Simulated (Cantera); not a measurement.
Input: 1 mol SiCl4, 2.2 mol Cl2, 0.93 mol H2, at 748.15 K and 0.580 bar.

These are equilibrium values from Cantera (NASA tables, ideal gas, pure condensed phases), not measurements of a reactor. Candidate condensed phases: Si; 19 gas species. Kinetics and transport are ignored.

Base state: HCl 0.450, Cl2 0.308, SiCl4 0.242 (mole fractions); condensed: gas only.

### Question
What changes in the equilibrium state with this change: temperature from 748.15 K to 1298 K?

### Answer
```csv
species,before,after
HCl,0.450,0.448
Cl2,0.308,0.302
SiCl4,0.242,0.241
Cl,1.88e-6,0.00879
```

### Question
What changes in the equilibrium state with this change: H2 from 0.93 to 0.41 mol?

### Answer
| species | before | after |
|---|---|---|
| Cl2 | 0.308 | 0.496 |
| SiCl4 | 0.242 | 0.277 |
| HCl | 0.450 | 0.227 |

### Question
What changes in the equilibrium state with this change: 1.9 mol HF added?

### Answer
```csv
species,before,after
HCl,0.450,0.623
Cl2,0.308,0.211
SiCl4,0.242,0.0871
SiF4,0,0.0788
HF,0,5.55e-5
```
